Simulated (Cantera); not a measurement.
Standard-state values (1 bar) from the NASA 1993 polynomials, evaluated with Cantera. Values are per mole of reaction as written; species without (g) are pure solids or liquids, kept so even where they would boil at 1 bar.

F2(g) + 2 HF(g) + Cu2O → H2O(g) + 2 CuF2(g), with ΔH° = -59.9 kJ and ΔS° = 80.1 J/K at 300 K.

How far is the shortcut ΔG° ≈ ΔH°(300 K) − T·ΔS°(300 K) from the full temperature-dependent value at 2625, 2675, 2725, 2775, 2825, 2875, 2925, 2975 K?


| T (K) | shortcut (kJ) | full (kJ) | difference (kJ) | difference in log10 K | condensed phases |
|---|---|---|---|---|---|
| 2625 | -270.3 | -139.5 | -130.8 | 2.60 | Cu2O(l) |
| 2675 | -274.3 | -138.4 | -135.9 | 2.65 | Cu2O(l) |
| 2725 | -278.3 | -137.3 | -141.0 | 2.70 | Cu2O(l) |
| 2775 | -282.3 | -136.1 | -146.2 | 2.75 | Cu2O(l) |
| 2825 | -286.3 | -135.0 | -151.4 | 2.80 | Cu2O(l) |
| 2875 | -290.3 | -133.8 | -156.6 | 2.84 | Cu2O(l) |
| 2925 | -294.3 | -132.5 | -161.8 | 2.89 | Cu2O(l) |
| 2975 | -298.3 | -131.3 | -167.1 | 2.93 | Cu2O(l) |
The shortcut ignores heat capacities and the phase changes listed.
